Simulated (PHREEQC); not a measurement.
Model water analysis in mg/L, 25 °C, pH 6.75, pe 11.4: Na 303; K 3.95; Ca 134; Mg 32.5; Cl 606; S(6) as SO4 13.3; Alkalinity as HCO3 288; Sr 5.87; Br 8.93.

Valence states are taken as typed.

Equilibrium calculation in PHREEQC: ion-association model, phreeqc.dat.

Precipitation was switched off in this run.

### Question
Order these S species by the share of S that they hold, largest first: MgSO4, NaSO4-, CaSO4, SrSO4, SO4-2.

### Answer
SO4-2 (77 %), CaSO4 (13 %), MgSO4 (7.0 %), NaSO4- (2.7 %), SrSO4 (0.29 %)

### Question
Order these C species by the share of C that they hold, largest first: NaHCO3, CaHCO3+, CO2, MgHCO3+, HCO3-.

### Answer
HCO3- (72 %), CO2 (25 %), CaHCO3+ (1.6 %), MgHCO3+ (0.62 %), NaHCO3 (0.39 %)

The pH is 6.75 and the ionic strength 0.0270 mol/kgw.
